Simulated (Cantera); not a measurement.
Input (Python, Cantera) and output of one run.

```python
import numpy as np
import cantera as ct

gas_names = """
    B BF BF2 BF3 BH BHF2 BH2 BH3 BN B2 F F2 H HF H2 H2F2 H3F3 H4F4 H5F5 H6F6 H7F7 N NF NF2 NF3 NH NH2
    NH3 N2 N2H2 N2H4
""".split()
cond_names = """
    B(b) B(L) BN(s)
""".split()


# ... load() reads the species with a 1 bar reference pressure and builds the phases ...
atoms = {
    'BN': {'B': 1, 'N': 1},
    'F2': {'F': 2},
    'H2': {'H': 2},
}
top_T = {'BN(s)': 3200}  # K; cautious upper limits of use, not melting points


# ... equilibrate(T, P, feed) seeds the gas with the atoms and calls Mixture.equilibrate('TP', solver="vcs", rtol=1e-11, max_steps=5000) ...
results = []
feed = {'BN': 1, 'F2': 18, 'H2': 79}  # mol
T = 823.15  # K
P = 1.4  # Pa
mix = equilibrate(T, P, feed)
results.append((T, P, feed, dict(zip(mix.species_names, mix.species_moles))))
x = sorted(zip(gas.X, gas.species_names), reverse=True)
print(f"T = {T:g} K  P = {P:g} Pa  gas = {mix.phase_moles(0):.4g} mol")
print("   x: " + "  ".join(f"{s} {v:.3e}" for v, s in x if v > 1e-06))
print("   condensed (mol): " + ("  ".join(f"{mix.phase(i).name} {mix.phase_moles(i):.4g}"
      for i in range(1, mix.n_phases) if mix.phase_moles(i) > 1e-12) or "none"))
```

Output:

```
T = 823.15 K  P = 1.4 Pa  gas = 97 mol
   x: H2 6.443e-01  HF 3.402e-01  BF3 1.031e-02  N2 5.155e-03
   condensed (mol): none
```

These are equilibrium values from Cantera (NASA tables, ideal gas, pure condensed phases), not measurements of a reactor.
